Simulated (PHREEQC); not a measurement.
Solution (40 °C): 0.042 mol Na3PO4 per kg of water. Closed to the air; pH follows from the charge balance.

Computed with PHREEQC (ion-association model, phreeqc.dat).

| quantity | before | after |
|---|---|---|
| pH | 11.61 | 11.49 |
| ionic strength (mol/kgw) | 0.216 | 0.101 |

Task: Which change was made?
A. diluted 2-fold with water
B. Na3PO4 replaced by NaF at the same molality
C. diluted 10-fold with water
D. temperature from 40 to 45 °C
E. Na3PO4 from 0.042 to 0.063 mol/kgw

Result: A, diluted 2-fold with water

No solid was allowed to form. Away from 25 °C the constants follow the database's enthalpies or fits; those with neither stay at their 25 °C values.
